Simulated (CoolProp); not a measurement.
Computed with CoolProp (reference Helmholtz-energy equation of state, Zhou 2012).

Q: For p-xylene, give the phase and the density (kg/m³), cv (kJ/(kg K)), Joule-Thomson coefficient (K/MPa), viscosity (µPa s) at 620 K and 0.906 MPa.

A: 
- 620 K and 0.906 MPa: gas; density 20.7, cv 2.20, Joule-Thomson coefficient 8.40, viscosity 13.4

Viscosity comes from a separate model (Balogun 2015).
